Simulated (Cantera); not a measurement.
A freely propagating, adiabatic, planar premixed flame of 4.76 % CH₄, 0.324 % C₂H₆, 0.357 % C₃H₈, 16.6 % O₂, 76.1 % N₂, 1.86 % CO₂, equivalence ratio 0.75, unburnt at 573 K and 1000000 Pa; mixture-averaged transport, grid criteria slope 0.08 and curve 0.16, no radiation.

Detailed kinetics in Cantera: GRI-Mech 3.0 (53 species, 325 reactions). Burning velocities carry a grid error of a few per cent, more on coarse grids.

Q: Predict: laminar burning velocity; thermal thickness; peak x(C₂H₄); peak x(C₂H₂).

A: 
| Property | Value |
|---|---|
| laminar burning velocity | 18.6 cm/s |
| thermal thickness | 0.132 mm |
| peak x(C₂H₄) | 0.00143 |
| peak x(C₂H₂) | 8.29e-5 |
